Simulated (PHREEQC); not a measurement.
HCl is added in steps, without added water, to 1 kg of water holding 0.0023 mol/kgw Ba(NO3)2, 0.00012 mol/kgw MgBr2, 0.0004 mol/kgw ZnBr2 and 7.9e-05 mol/kgw BaCl2, at 88 °C. O2 is buffered at 0.21 atm. No CO2 enters from the air. The run lets Brucite, Zn(OH)2-e, Zn5(OH)8Cl2 precipitate or redissolve, and no other solid.

Base run: PHREEQC, ion-association model, wateq4f.dat. Each further column changes one thing. The table gives ZnCl+ (mol/kgw).

```
HCl added (mol)     base  ZnBr2 from 0.0004 to 8e-05 mol/kgw  Ba(NO3)2 left out  3.3e-05 mol/kgw NaHSO4 added  no solid may form
---------------  -------  ----------------------------------  -----------------  ----------------------------  -----------------
0                1.08e-6                             2.20e-7            1.34e-6                       1.09e-6            1.08e-6
0.003667         2.34e-5                             4.78e-6            2.68e-5                       2.35e-5            2.34e-5
0.007333         4.14e-5                             8.42e-6            4.58e-5                       4.15e-5            4.14e-5
0.011            5.65e-5                             1.14e-5            6.11e-5                       5.65e-5            5.65e-5
0.01467          6.93e-5                             1.40e-5            7.40e-5                       6.93e-5            6.93e-5
0.01833          8.05e-5                             1.63e-5            8.52e-5                       8.06e-5            8.05e-5
0.022            9.04e-5                             1.82e-5            9.49e-5                       9.04e-5            9.04e-5
```

Away from 25 °C the constants follow the database's enthalpies or fits; those with neither stay at their 25 °C values. Solids allowed in the column '3.3e-05 mol/kgw NaHSO4 added': Barite, Brucite, Zn(OH)2-e, Zn4(OH)6SO4, Zn5(OH)8Cl2, Halite, Mirabilite, Epsomite, Goslarite.
